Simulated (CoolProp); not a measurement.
Vapour pressure (kPa) of n-perfluorobutane: the reference equation beside estimates from Tc = 386.3 K, pc = 2322 kPa, ω = 0.372. Clausius-Clapeyron is anchored at 297.1 K with a constant enthalpy of vaporisation of 21.07 kJ/mol.

The numbers come from the reference Helmholtz-energy equation of state, Gao 2022 in CoolProp.

```
T (K)  reference  Lee-Kesler  Clausius-Clapeyron  van der Waals  Redlich-Kwong  Soave-Redlich-Kwong  Peng-Robinson
-----  ---------  ----------  ------------------  -------------  -------------  -------------------  -------------
285.1      171.9       172.5               180.4          606.3          312.3                172.4          171.3
289.1      197.8           …               204.0          648.9          348.2                198.6          197.0
293.1      226.6       227.4               230.0          693.4          386.8                227.7          225.6
297.1      258.4       259.4               258.4          739.9          428.4                259.9          257.3
301.2      294.4           …               290.2          789.4          474.2                296.5          293.2
305.2      333.0       334.6               324.0          839.8          522.0                335.9          331.9
309.2      375.4       377.2               360.7          892.2          573.0                379.1          374.4
313.2      421.7       423.7               400.5              …          627.4                426.4          420.9
317.2      472.2       474.5               443.6           1003          685.2                478.0          471.7
321.3      528.5       531.1               491.2              …          748.1                535.6          528.5
325.3          …       591.0                   …              …          813.2                596.8          588.8
```

**Question.** Some entries are withheld; supply them.

**Answer.** 
- 289.1, Lee-Kesler: 198.5
- 301.2, Lee-Kesler: 295.7
- 313.2, van der Waals: 946.5
- 321.3, van der Waals: 1063
- 325.3, reference: 588.1
- 325.3, Clausius-Clapeyron: 541.2
- 325.3, van der Waals: 1124

Absolute difference from the reference over all 11 rows, mean and median: Lee-Kesler 0.4 and 0.5 %, Clausius-Clapeyron 4.0 and 3.9 %, van der Waals 160.0 and 152.2 %, Redlich-Kwong 58.0 and 56.8 %, Soave-Redlich-Kwong 0.9 and 0.9 %, Peng-Robinson 0.3 and 0.3 %.
